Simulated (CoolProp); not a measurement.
Vapour-liquid equilibrium of R113 (1) + acetone (2) at 0.838 MPa; x and y are mole fractions of (1).

Values from CoolProp's multi-fluid Helmholtz-energy mixture model, Marx 1992 and Lemmon 2006; pair parameters Bell 2016.

| x | bubble temperature, mixture model (°C) | bubble temperature, Raoult's law (°C) | y, mixture model | y, Raoult's law |
|---|---|---|---|---|
| 0.05 | [?] | 134.6 | 0.083 | 0.055 |
| 0.2 | [?] | 133.9 | 0.274 | 0.215 |
| 0.35 | 125.4 | 133.2 | 0.412 | 0.372 |
| 0.5 | [?] | 132.5 | 0.526 | 0.524 |
| 0.65 | 124.0 | 131.8 | 0.635 | 0.672 |
| 0.8 | [?] | 131.1 | [?] | 0.815 |
| 0.95 | 128.4 | 130.4 | 0.925 | 0.954 |

Complete the blanks.


- 0.05, bubble temperature, mixture model (°C): 132.7
- 0.2, bubble temperature, mixture model (°C): 128.0
- 0.5, bubble temperature, mixture model (°C): 124.1
- 0.8, bubble temperature, mixture model (°C): 125.2
- 0.8, y, mixture model: 0.758

The largest gap from Raoult's law is -8.4 K in bubble temperature, at x = 0.5. y crosses x between x = 0.5 and 0.65: the model has an azeotrope there.

Pair parameters are fitted to limited data, so mixtures are less certain than the pure fluids.
